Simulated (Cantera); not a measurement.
Charge: 1 mol Si₂H₆, 0.11 mol CO₂, 23 mol N₂, held at 1.33 mbar.

Equilibrium computed with Cantera from the NASA thermochemical tables; the gas is ideal and each condensed phase is pure. Candidate condensed phases: C, C₆H₆, C₇H₈, C₈H₁₈, H₂O, Si, SiC, SiO₂, Si₂N₂O, Si₃N₄; 151 gas species. The feed counts by its element totals alone. Mutual solubility and eutectic melting of coexisting phases are not modelled. Gases not in the tables: Si₂H₆ and higher silanes. The numbers say what is thermodynamically allowed, not how fast it happens.

Over these rows the condensed part is Si(l) + SiC(s). Partial pressures as log10 of bar:

| T (K) | 1000/T (1/K) | log p Si | log p N₂ | log p H₂ |
|---|---|---|---|---|
| 1748 | 0.5721 | -5.84 | -2.93 | -3.82 |
| 1798 | 0.5562 | -5.51 | -2.93 | -3.82 |
| 1848 | 0.5411 | -5.20 | -2.94 | -3.83 |
| 1898 | 0.5269 | -4.91 | -2.94 | -3.84 |
| 1948 | 0.5133 | ? | -2.94 | -3.85 |
| 1998 | 0.5005 | -4.37 | -2.95 | -3.86 |

**Question.** Fit log p(Si) = a + b·(1000/T) to the five rows, give the apparent enthalpy, and predict the row at 1948 K.

**Answer.** Means: 1000/T = 0.5394, log p = -5.166. Sxy = -0.062041, Sxx = 0.0030239, so b = -20.52 and a = -5.166 − (-20.52)×0.5394 = 5.90.
Apparent enthalpy: −19.145 × (-20.52) = 393 kJ/mol. The condensed phases alone fix this pressure, through Si(l) = Si(g), so the slope is that reaction's ΔH° and the other gases don't enter. The five rows lie within 0.01 of the line.
Prediction at 1948 K: 5.90 + (-20.52)×0.5133 = -4.63. The computed value is -4.63, 0.00 from the line.
